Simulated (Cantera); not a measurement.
A freely propagating, adiabatic, planar premixed flame of H2 : O2 : N2 : H2O = 1 : 0.455 : 1.71 : 0.37 (molar parts), unburnt at 550 K and 0.133 bar; mixture-averaged transport, grid criteria slope 0.08 and curve 0.16, no radiation.

Model: the H2/O2 subset of GRI-Mech 3.0, which has no nitrogen chemistry, integrated in Cantera. Burning velocities carry a grid error of a few per cent, more on coarse grids.

Predict: laminar burning velocity; thermal thickness; peak x(H2O2); peak x(H); peak x(O).


```
Property                     Value
------------------------  --------
laminar burning velocity  485 cm/s
thermal thickness          6.06 mm
peak x(H2O2)               3.43e-6
peak x(H)                   0.0733
peak x(O)                  0.00986
```
